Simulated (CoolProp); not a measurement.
cis-2-butene along the isobar 3.78 MPa: density (kg/m³) from the reference equation and from simpler models built on Tc = 435.8 K, pc = 4.236 MPa, ω = 0.202; each cubic takes its own stable root.

Computed with CoolProp (reference Helmholtz-energy equation of state, Lemmon 2005). It is a short technical equation, of lower accuracy than the large ones.

```json
[
 {"T (K)": "271.3", "phase": "liquid", "reference": "650.5"},
 {"T (K)": "290", "phase": "liquid", "reference": "630.0"},
 {"T (K)": "308.7", "phase": "liquid", "reference": "608.5"},
 {"T (K)": "327.4", "phase": "liquid", "reference": "585.8"},
 {"T (K)": "346.1", "phase": "liquid", "reference": "561.2"},
 {"T (K)": "364.8", "phase": "liquid", "reference": "534.1"},
 {"T (K)": "383.5", "phase": "liquid", "reference": "502.9"},
 {"T (K)": "402.2", "phase": "liquid", "reference": "464.5"},
 {"T (K)": "420.9", "phase": "liquid", "reference": "407.5"},
 {"T (K)": "439.6", "phase": "gas", "reference": "101.4"},
 {"T (K)": "458.3", "phase": "gas", "reference": "83.27"},
 {"T (K)": "477", "phase": "gas", "reference": "73.41"},
 {"T (K)": "495.7", "phase": "gas", "reference": "66.65"}
]
```

Problem. How far does each simpler model (van der Waals, Redlich-Kwong, Soave-Redlich-Kwong, Peng-Robinson) lie from the reference over these 13 states: mean and median of the absolute difference, and the worst?

Solution. 
- van der Waals: mean 26.8 %, median 36.9 %, worst -39.2 % at 420.9 K and 3.78 MPa
- Redlich-Kwong: mean 9.2 %, median 9.9 %, worst -21.2 % at 420.9 K and 3.78 MPa
- Soave-Redlich-Kwong: mean 7.7 %, median 7.4 %, worst -18.3 % at 420.9 K and 3.78 MPa
- Peng-Robinson: mean 3.3 %, median 2.7 %, worst -8.5 % at 420.9 K and 3.78 MPa
